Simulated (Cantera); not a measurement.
Feed: 1 mol Si3N4, 0.42 mol CO2, 7.2 mol H2, at 13.3 mbar.

Cantera equilibrium calculation (NASA polynomials, part measured and part estimated; ideal gas, pure solids and liquids). Candidate condensed phases: C, C6H6, C7H8, C8H18, H2O, Si, SiC, SiO2, Si2N2O, Si3N4; 151 gas species. Mutual solubility and eutectic melting of coexisting phases are not modelled. Kinetics and transport are ignored.

Problem. At 1052 °C, list the 4 most abundant gas species with their mole fractions, and the condensed phases.

Solution. H2 0.928, N2 0.0721, CH4 2.61e-5, HCN 2.29e-5. Condensed: SiC(s) + Si2N2O(s) + Si3N4(s).
